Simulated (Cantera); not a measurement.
Charge: 1 mol AlN, 0.086 mol C, 0.23 mol N₂, held at 2573 K and 4.43 Torr.

Method: chemical equilibrium by Gibbs-energy minimisation in Cantera with the NASA 1993 tables (ideal gas, pure condensed phases). Candidate condensed phases: Al, AlN, C; 16 gas species. Rates play no part.

Base state: Al 0.577, N₂ 0.421, CN 0.00157, C₃ 0.000254, C 7.48e-5, Al₂ 5.87e-5, C₂N₂ 5.00e-5, C₂ 2.37e-5 (mole fractions); condensed: C(graphite).

**Question.** What changes in the equilibrium state with this change: temperature from 2573 K to 2098.15 K?

**Answer.** 
| species | before | after |
|---|---|---|
| N₂ | 0.421 | 0.676 |
| Al | 0.577 | 0.324 |
| Al₂ | 5.87e-5 | 0.000116 |
| CN | 0.00157 | 2.05e-5 |
| C₂ | 2.37e-5 | 4.03e-9 |
| C₃ | 0.000254 | 4.69e-8 |
| C(graphite), mol | 0.0815 | 0.0860 |
| AlN(s), mol | 0 | 0.855 |
